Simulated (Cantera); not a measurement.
A closed system holds: 1 mol SiF4, 0.52 mol O3, equilibrated at 2098 K and 2300 Pa.

Cantera equilibrium calculation (NASA polynomials, part measured and part estimated; ideal gas, pure solids and liquids). Candidate condensed phases: Si, SiO2; 17 gas species. The tables' values for SiF3, SiO2 are old estimates; treat these amounts as uncertain. The numbers say what is thermodynamically allowed, not how fast it happens.

Base state: SiF4 0.557, O2 0.433, O 0.00595, F 0.00209, SiF3 0.00198, SiO 1.58e-5, SiO2 1.12e-5 (mole fractions); condensed: gas only.

### Question
What changes in the equilibrium state with this change: pressure from 2300 Pa to 110 Pa?

### Answer
| species | before | after |
|---|---|---|
| SiF4 | 0.557 | 0.540 |
| O2 | 0.433 | 0.414 |
| O | 0.00595 | 0.0266 |
| F | 0.00209 | 0.0111 |
| SiO | 1.58e-5 | 0.000775 |
| SiF2 | 1.88e-6 | 2.81e-5 |
| SiO2 | 1.12e-5 | 0.000117 |
| SiF3 | 0.00198 | 0.00751 |
The tables' values for SiF3, SiO2, SiF2 are old estimates; treat these amounts as uncertain.
